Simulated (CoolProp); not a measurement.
Methanol along the isobar 9.4 MPa: fugacity coefficient from the reference equation and from simpler models built on Tc = 240.2 °C, pc = 8.216 MPa, ω = 0.565; each cubic takes its own stable root.

Model: reference Helmholtz-energy equation of state, de Reuck 1993, in CoolProp.

```tsv
T (°C)	phase	reference
73.75	liquid	0.01684
94.75	liquid	0.03393
115.75	liquid	0.06225
136.85	liquid	0.1056
157.85	liquid	0.1668
178.85	liquid	0.2478
199.85	liquid	0.3486
220.85	liquid	0.4665
241.85	supercritical	0.5937
262.85	supercritical	0.6843
283.85	supercritical	0.7359
304.85	supercritical	0.7727
325.85	supercritical	0.7999
346.85	supercritical	0.8202
```

Problem. How far does each simpler model (Redlich-Kwong, Soave-Redlich-Kwong) lie from the reference over these 14 states: mean and median of the absolute difference, and the worst?

Solution. 
- Redlich-Kwong: mean 62.9 %, median 19.6 %, worst +276.8 % at 73.75 °C and 9.4 MPa
- Soave-Redlich-Kwong: mean 5.4 %, median 5.0 %, worst +10.5 % at 136.85 °C and 9.4 MPa
